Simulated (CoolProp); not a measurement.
Properties of CH3F (R41) at several states (Tc = 317.3 K, pc = 59.06 bar, ω = 0.200).

Model: reference Helmholtz-energy equation of state, Lemmon 2006, in CoolProp. It is a short technical equation, of lower accuracy than the large ones.

```csv
T (K),p (bar),phase,density (kg/m³),Joule-Thomson coefficient (K/MPa),isothermal compressibility (1/MPa)
219.2,11.4,liquid,829.3,-0.2206,0.002302
401.2,1.04,gas,1.064,7.858,9.646
174.8,52.6,liquid,927.1,-0.3381,0.001112
```
